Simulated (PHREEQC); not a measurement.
Solution (80 °C): 0.25 mol/kgw CuSO4, 0.0016 mol/kgw H2SO4 and 0.036 mol/kgw H3BO3. Closed to the air; pH follows from the charge balance.

Equilibrium calculation in PHREEQC: ion-association model, phreeqc.dat.

No solid was allowed to form.

### Question
What pH, activity of water does the model give?

### Answer
pH 3.57; activity of water 0.993.

### Question
In which forms is S present?

### Answer
CuSO4 53 %, SO4-2 45 %, HSO4- 1.3 % of the S.

Away from 25 °C the constants follow the database's enthalpies or fits; those with neither stay at their 25 °C values.
